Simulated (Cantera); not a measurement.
Input: 1 mol SiHCl3, 1.2 mol C2H2, 43 mol H2, held at 2598.15 K and 750 Torr.

Cantera equilibrium calculation (NASA polynomials, part measured and part estimated; ideal gas, pure solids and liquids). The tables' values for SiCl are old estimates; treat these amounts as uncertain. Gases not in the tables: Si2H6 and higher silanes. Kinetics and transport are ignored.

```tsv
species	before	after
H2	0.882	0.918
CH4	0.000100	0.0420
HCl	0.0580	0.0296
H	0.0358	1.04e-9
C2H2 (acetylene)	0.0142	<1e-9
SiCl4	7.32e-9	0.00854
Si	0.00288	<1e-9
Cl	0.00165	<1e-9
SiC2	0.000978	<1e-9
SiH	0.000618	<1e-9
SiCl	0.000570	<1e-9
Si2C	0.000524	<1e-9
C(graphite), mol	0.285	0
SiC(s), mol	0.617	0.557
```
Gas species are given as mole fractions.

Task: What was changed between the two runs?
A. temperature from 2598.15 K to 973 K
B. temperature from 2598.15 K to 1623 K
C. temperature from 2598.15 K to 2073 K
D. temperature from 2598.15 K to 1373.15 K

Result: A, temperature from 2598.15 K to 973 K. The tables' values for SiCl3 are old estimates; treat these amounts as uncertain
